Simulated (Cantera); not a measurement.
Equilibrium for silicon carbide growth: SiH4 + C3H8 + H2

Feed: 1 mol SiH4, 0.11 mol C3H8, 6.7 mol H2, at 13.3 mbar.

These are equilibrium values from Cantera (NASA tables, ideal gas, pure condensed phases), not measurements of a reactor. Candidate condensed phases: C, C6H6, C7H8, C8H18, Si, SiC; 87 gas species. Mutual solubility and eutectic melting of coexisting phases are not modelled. Gases not in the tables: Si2H6 and higher silanes. Kinetics and transport are ignored.

```tsv
T (°C)	x H2	x H	x Si	x Si2C	x SiH	x Si2	x SiH2	x Si3	n Si(l)	n SiC(s)
1427	0.999	0.00128	5.09e-5	3.07e-7	9.09e-6	2.23e-7	1.42e-5	5.62e-8	0.669	0.330
1477	0.998	0.00201	0.000113	9.09e-7	1.72e-5	5.82e-7	2.08e-5	1.43e-7	0.669	0.330
1527	0.997	0.00310	0.000238	2.53e-6	3.13e-5	1.44e-6	2.98e-5	3.43e-7	0.667	0.330
1577	0.995	0.00465	0.000484	6.65e-6	5.52e-5	3.38e-6	4.19e-5	7.84e-7	0.665	0.330
1627	0.992	0.00685	0.000946	1.66e-5	9.44e-5	7.60e-6	5.78e-5	1.71e-6	0.660	0.330
1677	0.988	0.00987	0.00179	3.94e-5	0.000157	1.64e-5	7.84e-5	3.60e-6	0.651	0.330
1727	0.982	0.0140	0.00327	8.95e-5	0.000254	3.39e-5	0.000104	7.26e-6	0.635	0.329
1777	0.974	0.0194	0.00580	0.000195	0.000400	6.76e-5	0.000136	1.41e-5	0.608	0.328
1827	0.962	0.0265	0.0100	0.000409	0.000615	0.000130	0.000176	2.66e-5	0.562	0.326
1877	0.945	0.0355	0.0168	0.000829	0.000924	0.000244	0.000222	4.87e-5	0.486	0.322
1927	0.922	0.0468	0.0277	0.00162	0.00136	0.000443	0.000275	8.65e-5	0.361	0.313
```
x: gas mole fraction; n: condensed amount in mol.

From 1427 °C to 1927 °C the condensed part is Si(l) + SiC(s). The main Si-bearing gas is Si throughout.
